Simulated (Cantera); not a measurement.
## NO annealing gas

An isothermal, constant-pressure homogeneous reactor starts with 27.9 % NO, 72.1 % N₂, at 2175 K and 0.0263 atm.

Cantera simulation using GRI-Mech 3.0 (53 species, 325 reactions); the numbers are that mechanism's predictions, not measurements. Radical loss at walls, strong at low pressure, is not modelled.

```csv
t (s),x NO,x NO₂,x O,x N₂O,x N₂
7.00e-6,0.279,2.39e-12,5.42e-8,5.41e-8,0.721
3.37e-5,0.279,5.47e-11,2.61e-7,2.60e-7,0.721
0.000162,0.279,1.20e-9,1.27e-6,1.23e-6,0.721
0.000778,0.279,2.24e-8,6.43e-6,5.60e-6,0.721
0.00374,0.279,2.65e-7,3.69e-5,2.07e-5,0.721
0.0180,0.278,1.89e-6,0.000231,3.80e-5,0.721
0.0865,0.275,6.83e-6,0.000965,3.35e-5,0.723
0.416,0.247,1.44e-5,0.00205,2.29e-5,0.736
2.00,0.0998,1.38e-5,0.00422,2.92e-6,0.809
```
x: mole fraction; the columns are a selection and need not sum to one.

Equilibrium at this temperature and pressure: NO 0.00985, NO₂ 1.68e-6, O 0.00514, N₂O 9.32e-8, N₂ 0.854 (gas phase only).
